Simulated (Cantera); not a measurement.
Cantera run:

```python
import numpy as np
import cantera as ct

gas_names = """
    F F2 H HF H2 H2F2 H3F3 H4F4 H5F5 H6F6 H7F7 N NF NF2 NF3 NH NH2 NH3 N2 N2H2 N2H4 Si SiF SiF2 SiF3
    SiF4 SiH SiHF3 SiH2 SiH2F2 SiH3 SiH3F SiH4 SiN Si2 Si2N Si3
""".split()
cond_names = """
    Si(cr) Si(L) Si3N4(a)
""".split()


# ... load() reads the species with a 1 bar reference pressure and builds the phases ...
atoms = {
    'SiF4': {'Si': 1, 'F': 4},
    'NH3': {'N': 1, 'H': 3},
    'H2': {'H': 2},
}
top_T = {'Si3N4(a)': 2400}  # K; cautious upper limits of use, not melting points


# ... equilibrate(T, P, feed) seeds the gas with the atoms and calls Mixture.equilibrate('TP', solver="vcs", rtol=1e-11, max_steps=5000) ...
results = []
P = 56  # Pa
for T in [1098, 1148, 1198, 1248, 1298, 1348, 1398, 1448, 1498, 1548, 1598]:
    for m in [2.8, 3.2, 3.7, 4.2, 4.9, 5.6, 6.5, 7.4, 8.5, 9.8, 11]:
        feed = {'SiF4': 1, 'NH3': m, 'H2': 0.81}  # mol
        mix = equilibrate(T, P, feed)
        results.append((T, P, feed, dict(zip(mix.species_names, mix.species_moles))))

for T, P, feed, n in results:
    print(f"{T:7g} {feed['NH3']:10.4g}  " + (" + ".join(c for c in cond_names if n.get(c, 0) > 1e-12) or "gas only"))
```

It prints:

```
   1098        2.8  Si3N4(a)
   1098        3.2  Si3N4(a)
   1098        3.7  Si3N4(a)
   1098        4.2  Si3N4(a)
   1098        4.9  Si3N4(a)
   1098        5.6  Si3N4(a)
   1098        6.5  Si3N4(a)
   1098        7.4  Si3N4(a)
   1098        8.5  Si3N4(a)
   1098        9.8  Si3N4(a)
   1098         11  Si3N4(a)
   1148        2.8  Si3N4(a)
   1148        3.2  Si3N4(a)
   1148        3.7  Si3N4(a)
   1148        4.2  Si3N4(a)
   1148        4.9  Si3N4(a)
   1148        5.6  Si3N4(a)
   1148        6.5  Si3N4(a)
   1148        7.4  Si3N4(a)
   1148        8.5  Si3N4(a)
   1148        9.8  Si3N4(a)
   1148         11  Si3N4(a)
   1198        2.8  Si3N4(a)
   1198        3.2  Si3N4(a)
   1198        3.7  Si3N4(a)
   1198        4.2  Si3N4(a)
   1198        4.9  Si3N4(a)
   1198        5.6  Si3N4(a)
   1198        6.5  Si3N4(a)
   1198        7.4  Si3N4(a)
   1198        8.5  Si3N4(a)
   1198        9.8  Si3N4(a)
   1198         11  Si3N4(a)
   1248        2.8  gas only
   1248        3.2  gas only
   1248        3.7  gas only
   1248        4.2  gas only
   1248        4.9  gas only
   1248        5.6  gas only
   1248        6.5  Si3N4(a)
   1248        7.4  Si3N4(a)
   1248        8.5  Si3N4(a)
   1248        9.8  Si3N4(a)
   1248         11  Si3N4(a)
   1298        2.8  gas only
   1298        3.2  gas only
   1298        3.7  gas only
   1298        4.2  gas only
   1298        4.9  gas only
   1298        5.6  gas only
   1298        6.5  gas only
   1298        7.4  gas only
   1298        8.5  gas only
   1298        9.8  gas only
   1298         11  gas only
   1348        2.8  gas only
   1348        3.2  gas only
   1348        3.7  gas only
   1348        4.2  gas only
   1348        4.9  gas only
   1348        5.6  gas only
   1348        6.5  gas only
   1348        7.4  gas only
   1348        8.5  gas only
   1348        9.8  gas only
   1348         11  gas only
   1398        2.8  gas only
   1398        3.2  gas only
   1398        3.7  gas only
   1398        4.2  gas only
   1398        4.9  gas only
   1398        5.6  gas only
   1398        6.5  gas only
   1398        7.4  gas only
   1398        8.5  gas only
   1398        9.8  gas only
   1398         11  gas only
   1448        2.8  gas only
   1448        3.2  gas only
   1448        3.7  gas only
   1448        4.2  gas only
   1448        4.9  gas only
   1448        5.6  gas only
   1448        6.5  gas only
   1448        7.4  gas only
   1448        8.5  gas only
   1448        9.8  gas only
   1448         11  gas only
   1498        2.8  gas only
   1498        3.2  gas only
   1498        3.7  gas only
   1498        4.2  gas only
   1498        4.9  gas only
   1498        5.6  gas only
   1498        6.5  gas only
   1498        7.4  gas only
   1498        8.5  gas only
   1498        9.8  gas only
   1498         11  gas only
   1548        2.8  gas only
   1548        3.2  gas only
   1548        3.7  gas only
   1548        4.2  gas only
   1548        4.9  gas only
   1548        5.6  gas only
   1548        6.5  gas only
   1548        7.4  gas only
   1548        8.5  gas only
   1548        9.8  gas only
   1548         11  gas only
   1598        2.8  gas only
   1598        3.2  gas only
   1598        3.7  gas only
   1598        4.2  gas only
   1598        4.9  gas only
   1598        5.6  gas only
   1598        6.5  gas only
   1598        7.4  gas only
   1598        8.5  gas only
   1598        9.8  gas only
   1598         11  gas only
```

Cantera equilibrium calculation (NASA polynomials, part measured and part estimated; ideal gas, pure solids and liquids). The tables' values for SiF2, SiF3 are old estimates.
